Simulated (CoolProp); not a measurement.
Vapour-liquid equilibrium of n-perfluorobutane (1) + R365MFC (2) at 0.706 MPa; x and y are mole fractions of (1).

Values from CoolProp's multi-fluid Helmholtz-energy mixture model, Gao 2022 and Lemmon 2016; pair parameters Bell 2016.

```
x     bubble temperature (K)  y at the bubble point  dew temperature at overall composition x (K)  liquid density (mol/L)
----  ----------------------  ---------------------  --------------------------------------------  ----------------------
0.05                   370.0                  0.231                                         378.7                   7.151
0.15                   355.7                  0.484                                         374.0                   7.096
0.25                   348.1                  0.601                                         369.0                   6.935
0.35                   343.7                      …                                             …                   6.734
0.45                   340.8                  0.711                                         357.9                   6.526
0.55                   338.6                  0.750                                         351.5                   6.326
0.65                       …                  0.790                                         344.8                   6.143
0.75                   335.1                  0.834                                         338.6                   5.980
0.85                       …                  0.889                                         334.6                   5.836
0.95                       …                      …                                             …                       …
```

**Question.** Complete the blanks.

**Answer.** 
- 0.35, y at the bubble point: 0.666
- 0.35, dew temperature at overall composition x (K): 363.7
- 0.65, bubble temperature (K): 336.7
- 0.85, bubble temperature (K): 333.7
- 0.95, bubble temperature (K): 332.7
- 0.95, y at the bubble point: 0.958
- 0.95, dew temperature at overall composition x (K): 332.8
- 0.95, liquid density (mol/L): 5.710

No azeotrope shows between x = 0.05 and 0.95.

The pair parameters rest on a limited set of measurements; away from them the model extrapolates.
